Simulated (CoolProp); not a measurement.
Water at 519 K and 2.71 MPa flows at 0.093 m/s in a round tube of 100 mm bore and 1.5 µm roughness, fully developed (64/Re and Nu = 3.66 if laminar; Colebrook and Gnielinski if turbulent). Each further row changes one setting.

Model: reference Helmholtz-energy equation of state, Wagner 2002, in CoolProp.

| case | Reynolds number | Darcy friction factor | pressure drop (Pa/m) | heat-transfer coefficient (W/(m² K)) | mass flow (kg/h) |
|---|---|---|---|---|---|
| as stated | 6780 | 0.0343 | 0.0189 | 11.9 | 33.5 |
| velocity 0.186 m/s | 13600 | 0.0286 | 0.0630 | 21.7 | 67.1 |
| diameter 200 mm | 13600 | 0.0285 | 0.00787 | 10.8 | 134 |

Viscosity comes from a separate model (Huber 2009). Thermal conductivity comes from a separate model (Huber 2012).
